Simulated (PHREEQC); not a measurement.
# Alkaline etch or developer (model solution)

A solution holds 0.00074 mol/kgw TMAH, at 81 °C. Closed to the air; pH follows from the charge balance.

Model: ion-association model, phreeqc.dat, run in PHREEQC.

```json
{
 "pH": "9.42",
 "ionic_strength": "0.000740 mol/kgw",
 "total_alkalinity": "0.740 meq/kg"
}
```

```csv
species,molality,activity,log γ
OH-,0.000740,0.000715,-0.015
(CH3)4N+,0.000740,0.000715,-0.015
```

No solid was allowed to form. (CH3)4N+ isn't in the database: it is added as a free cation with an ion size of 4 Å. Constants without temperature data keep their 25 °C values here.
